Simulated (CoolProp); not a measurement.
R404A along the isotherm 226.85 °C: Z from the reference equation and from simpler models built on Tc = 72.1 °C, pc = 3.735 MPa, ω = 0.293; each cubic takes its own stable root.

Values from CoolProp's reference Helmholtz-energy equation of state, Lemmon 2003. It is a pseudo-pure fit of the blend.

| p (MPa) | phase | reference |
|---|---|---|
| 0.7 | gas | 0.9831 |
| 1.4 | gas | 0.9664 |
| 2.1 | gas | 0.9500 |
| 2.8 | gas | 0.9339 |
| 3.5 | gas | 0.9184 |
| 4.2 | supercritical | 0.9033 |
| 4.9 | supercritical | 0.8889 |
| 5.6 | supercritical | 0.8752 |

Q: How far does each simpler model (Pitzer virial, van der Waals, Soave-Redlich-Kwong) lie from the reference over these 8 states: mean and median of the absolute difference, and the worst?

A: 
- Pitzer virial: mean 0.3 %, median 0.3 %, worst +0.4 % at 226.85 °C and 3.5 MPa
- van der Waals: mean 3.1 %, median 2.9 %, worst -6.4 % at 226.85 °C and 5.6 MPa
- Soave-Redlich-Kwong: mean 1.9 %, median 1.8 %, worst +3.7 % at 226.85 °C and 5.6 MPa
